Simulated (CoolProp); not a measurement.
A Linde-Hampson liquefier for methane: isothermal reversible compression at 280 K from 1 atm to 40 MPa, throttling to 1 atm, return gas leaving the recuperator 10 K below the feed. Each further row changes one setting.

Values from CoolProp's reference Helmholtz-energy equation of state, Setzmann 1991.

```tsv
case	liquid yield per pass	compression work (kJ/kg of gas)
as stated	___	803
high pressure 80 MPa	0.235	___
warm-end temperature 310 K	___	___
warm-end gap 15 K	___	803
```

**Question.** Complete the blanks.

**Answer.** 
- as stated, liquid yield per pass: 0.269
- high pressure 80 MPa, compression work (kJ/kg of gas): 934
- warm-end temperature 310 K, liquid yield per pass: 0.212
- warm-end temperature 310 K, compression work (kJ/kg of gas): 914
- warm-end gap 15 K, liquid yield per pass: 0.260
